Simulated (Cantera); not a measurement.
Input: 1 mol SiO2, 0.054 mol N2, 0.38 mol C, held at 1227 °C and 0.000430 bar.

Method: chemical equilibrium by Gibbs-energy minimisation in Cantera with the NASA 1993 tables (ideal gas, pure condensed phases). Candidate condensed phases: C, Si, SiC, SiO2, Si2N2O, Si3N4; 34 gas species. Mutual solubility and eutectic melting of coexisting phases are not modelled. The tables hold silica as quartz up to 1696 K and as liquid above; real silica turns to tridymite and cristobalite and melts near 1996 K. Rates play no part.

Base state: CO 0.620, SiO 0.374, N2 0.00616 (mole fractions); condensed: SiO2(β-quartz) + Si2N2O(s).

Task: What changes in the equilibrium state with this change: pressure from 0.000430 bar to 0.133 bar?

Result: 
```
species               before    after
-------------------  -------  -------
CO                     0.620    0.870
N2                   0.00616    0.130
CO2                  2.55e-6  6.70e-5
SiO                    0.374  6.45e-5
SiO2(β-quartz), mol    0.670    0.925
Si2N2O(s), mol        0.0502   0.0373
C(graphite), mol           0    0.268
```
